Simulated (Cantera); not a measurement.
Cantera run:

```python
import numpy as np
import cantera as ct

gas_names = """
    CL CL2 H HCL H2 Si SiCL SiCL2 SiCL3 SiCL4 SiH SiHCL3 SiH2 SiH2CL2 SiH3 SiH3CL SiH4 Si2 Si3
""".split()
cond_names = """
    Si(cr) Si(L)
""".split()


# ... load() reads the species with a 1 bar reference pressure and builds the phases ...
atoms = {
    'SiCl4': {'Si': 1, 'CL': 4},
    'HCl': {'H': 1, 'CL': 1},
    'H2': {'H': 2},
}
top_T = {}  # K; cautious upper limits of use, not melting points


# ... equilibrate(T, P, feed) seeds the gas with the atoms and calls Mixture.equilibrate('TP', solver="vcs", rtol=1e-11, max_steps=5000) ...
results = []
feed = {'SiCl4': 1, 'HCl': 3.6, 'H2': 12}  # mol
P = 13332.2  # Pa
for T in [698, 798, 898, 998, 1098, 1198, 1298, 1398, 1498, 1598, 1698]:
    mix = equilibrate(T, P, feed)
    results.append((T, P, feed, dict(zip(mix.species_names, mix.species_moles))))

top = {s: max(r[3][s] / sum(r[3][g] for g in gas_names) for r in results) for s in gas_names}
cols = sorted((s for s in top if top[s] > 0.001), key=lambda s: -top[s])[:8]
seen = [c for c in cond_names if any(r[3].get(c, 0) > 1e-12 for r in results)]
print("log10 of partial pressures in bar; condensed amounts in mol")
print(f"{'T/K':>10s}" + "".join(f"{s[:9]:>10s}" for s in cols + seen))
for T, P, feed, n in results:
    ng = sum(n[g] for g in gas_names)
    print(f"{T:10.4g}" + "".join(f"{np.log10(max(n[s] / ng * P / 1e5, 1e-99)):10.3f}" for s in cols)
          + "".join(f"{n.get(c, 0):10.4g}" for c in seen))
```

It prints:

```
log10 of partial pressures in bar; condensed amounts in mol
       T/K        H2       HCL     SiCL4     SiCL2     SiCL3    SiHCL3
       698    -1.016    -1.539    -2.095   -13.284    -8.954    -5.277
       798    -1.016    -1.539    -2.096   -10.446    -7.298    -4.629
       898    -1.016    -1.538    -2.099    -8.256    -6.020    -4.133
       998    -1.017    -1.536    -2.106    -6.521    -5.008    -3.746
      1098    -1.018    -1.532    -2.120    -5.123    -4.195    -3.442
      1198    -1.021    -1.523    -2.153    -4.000    -3.550    -3.221
      1298    -1.028    -1.499    -2.246    -3.157    -3.090    -3.120
      1398    -1.043    -1.456    -2.460    -2.629    -2.860    -3.201
      1498    -1.060    -1.415    -2.820    -2.357    -2.840    -3.452
      1598    -1.070    -1.393    -3.277    -2.234    -2.952    -3.797
      1698    -1.074    -1.383    -3.756    -2.181    -3.116    -4.163
```

Method: chemical equilibrium by Gibbs-energy minimisation in Cantera with the NASA 1993 tables (ideal gas, pure condensed phases). The tables' values for SiCl3, SiCl are old estimates; treat these amounts as uncertain.
